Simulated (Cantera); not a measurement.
**Equilibrium for tantalum, niobium, vanadium and zirconium in process gases: Nb + H2O + H2 + N2O**

Charge: 1 mol Nb, 10 mol H2O, 7.3 mol H2, 10 mol N2O, held at 1.20 mbar.

Cantera equilibrium calculation (NASA polynomials, part measured and part estimated; ideal gas, pure solids and liquids). Candidate condensed phases: H2O, Nb, NbO, NbO2, Nb2O5; 27 gas species. Condensed phases not in the tables: the oxides between NbO2 and Nb2O5. Equilibrium is a limit: real reactors are often held back by kinetics, nucleation or transport.

```
T (K)  x H2O   x N2      x H2     x O2      x OH  n Nb2O5(s)  n Nb2O5(l)
-----  -----  -----  --------  -------  --------  ----------  ----------
1250   0.631  0.365   1.04e-5  0.00364   2.81e-5       0.500           0
1300   0.631  0.365   2.62e-5  0.00363   5.14e-5       0.500           0
1350   0.631  0.365   6.17e-5  0.00363   8.98e-5       0.500           0
1400   0.631  0.365  0.000136  0.00365  0.000151       0.500           0
1450   0.631  0.365  0.000284  0.00369  0.000245       0.500           0
1500   0.630  0.365  0.000560  0.00378  0.000386       0.500           0
1550   0.630  0.365   0.00105  0.00395  0.000595       0.500           0
1600   0.628  0.364   0.00184  0.00425  0.000899       0.500           0
1650   0.626  0.364   0.00308  0.00474   0.00134       0.500           0
1700   0.623  0.364   0.00489  0.00546   0.00196       0.500           0
1750   0.619  0.363   0.00741  0.00648   0.00283       0.500           0
1800   0.613  0.362    0.0108  0.00784   0.00403           0       0.500
1850   0.606  0.361    0.0151  0.00961   0.00566           0       0.500
1900   0.596  0.359    0.0206   0.0118   0.00781           0       0.499
```
x: gas mole fraction; n: condensed amount in mol.

From 1250 K to 1750 K the condensed part is Nb2O5(s). From 1800 K to 1900 K the condensed part is Nb2O5(l).
